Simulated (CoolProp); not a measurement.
Values from CoolProp's reference Helmholtz-energy equation of state, Lemmon 2003. It is a pseudo-pure fit of the blend.

**Question.** For R507A, give the phase and the Joule-Thomson coefficient (K/MPa), viscosity (µPa s), conductivity (mW/(m K)) at 248.9 K and 0.4 bar.

**Answer.** 
- 248.9 K and 0.4 bar: gas; Joule-Thomson coefficient 33.1, viscosity 10.0, conductivity 9.77

Viscosity comes from a separate model (Geller 2000). Thermal conductivity comes from a separate model (Geller 2001).
